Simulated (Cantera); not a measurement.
Charge: 1 mol Pb, 0.56 mol CO, 75 mol N2, held at 450 °C and 17000 Pa.

Cantera equilibrium calculation (NASA polynomials, part measured and part estimated; ideal gas, pure solids and liquids). Candidate condensed phases: C, Pb, PbO, PbO2, Pb3O4; 27 gas species. Kinetics and transport are ignored.

Question: What is the equilibrium state?

Answer: 
- x(N2): 0.995
- x(CO): 0.00292
- x(CO2): 0.00225
- n(C(graphite)): 0.170 mol
- n(Pb(l)): 1.000 mol
- gas amount: 75.39 mol
- log10 activity of PbO2(s) (absent): -22.43
- log10 activity of Pb3O4(s) (absent): -32.33
